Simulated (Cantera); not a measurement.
An adiabatic, constant-pressure homogeneous reactor starts with CH4 : H2 : O2 : N2 = 1 : 0.069 : 1.27 : 4.78 (molar parts), equivalence ratio 1.6, at 975 K and 6.61 atm. Integrator tolerance rtol = 1e-08.

Detailed kinetics in Cantera: GRI-Mech 3.0 (53 species, 325 reactions). Below about 1000 K GRI-Mech 3.0 lacks low-temperature oxidation paths.

Q: What does this change do: H2 0.069 to 0.18 parts?

A: 
```
quantity                                                              before                                      after
---------------------------------  -----------------------------------------  -----------------------------------------
time of steepest temperature rise                                    43.4 ms                                    27.5 ms
temperature at 0.100 s                                                2352 K                                     2336 K
equilibrium temperature                                               2352 K                                     2336 K
x(CH4) at 0.100 s                  1.43e-10 (gas-phase equilibrium 1.62e-10)  2.13e-10 (gas-phase equilibrium 2.40e-10)
x(H2) at 0.100 s                       0.0962 (gas-phase equilibrium 0.0962)        0.107 (gas-phase equilibrium 0.107)
x(O2) at 0.100 s                     3.48e-6 (gas-phase equilibrium 3.48e-6)    2.36e-6 (gas-phase equilibrium 2.36e-6)
x(N2O) at 0.100 s                    7.91e-9 (gas-phase equilibrium 7.91e-9)    6.21e-9 (gas-phase equilibrium 6.21e-9)
x(NO) at 0.100 s                     6.27e-5 (gas-phase equilibrium 6.27e-5)    4.96e-5 (gas-phase equilibrium 4.96e-5)
x(HO2) at 0.100 s                    5.12e-9 (gas-phase equilibrium 5.12e-9)    3.64e-9 (gas-phase equilibrium 3.64e-9)
x(CH2O) at 0.100 s                   2.53e-8 (gas-phase equilibrium 2.53e-8)    2.83e-8 (gas-phase equilibrium 2.83e-8)
```

Q: What does this change do: H2 0.069 to 0.16 parts?

A: 
```json
[
 {"quantity": "time of steepest temperature rise", "before": "43.4 ms", "after": "28.7 ms"},
 {"quantity": "temperature at 0.100 s", "before": "2352 K", "after": "2339 K"},
 {"quantity": "equilibrium temperature", "before": "2352 K", "after": "2339 K"},
 {"quantity": "x(CH4) at 0.100 s", "before": "1.43e-10 (gas-phase equilibrium 1.62e-10)", "after": "1.99e-10 (gas-phase equilibrium 2.24e-10)"},
 {"quantity": "x(H2) at 0.100 s", "before": "0.0962 (gas-phase equilibrium 0.0962)", "after": "0.105 (gas-phase equilibrium 0.105)"},
 {"quantity": "x(O2) at 0.100 s", "before": "3.48e-6 (gas-phase equilibrium 3.48e-6)", "after": "2.53e-6 (gas-phase equilibrium 2.53e-6)"},
 {"quantity": "x(N2O) at 0.100 s", "before": "7.91e-9 (gas-phase equilibrium 7.91e-9)", "after": "6.48e-9 (gas-phase equilibrium 6.48e-9)"},
 {"quantity": "x(NO) at 0.100 s", "before": "6.27e-5 (gas-phase equilibrium 6.27e-5)", "after": "5.17e-5 (gas-phase equilibrium 5.17e-5)"},
 {"quantity": "x(HO2) at 0.100 s", "before": "5.12e-9 (gas-phase equilibrium 5.12e-9)", "after": "3.87e-9 (gas-phase equilibrium 3.87e-9)"},
 {"quantity": "x(CH2O) at 0.100 s", "before": "2.53e-8 (gas-phase equilibrium 2.53e-8)", "after": "2.77e-8 (gas-phase equilibrium 2.77e-8)"}
]
```
